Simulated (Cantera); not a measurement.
Feed: 1 mol Si₃H₈, 0.69 mol Cl₂, 65 mol N₂, held at 652 °C and 0.0450 bar.

These are equilibrium values from Cantera (NASA tables, ideal gas, pure condensed phases), not measurements of a reactor. Candidate condensed phases: NH₄Cl, Si, Si₃N₄; 28 gas species. The feed counts by its element totals alone. N₂ is the only nitrogen source here; it is nearly inert below about 1500 K, so the nitride shown seldom forms there in practice. The numbers say what is thermodynamically allowed, not how fast it happens.

**Question.** What is the equilibrium state?

**Answer.** 
- x(N₂): 0.931
- x(H₂): 0.0489
- x(HCl): 0.0203
- x(SiCl₄): 1.11e-5
- n(Si₃N₄(s)): 1.000 mol
- gas amount: 67.69 mol
- log10 activity of Si(s) (absent): -7.33
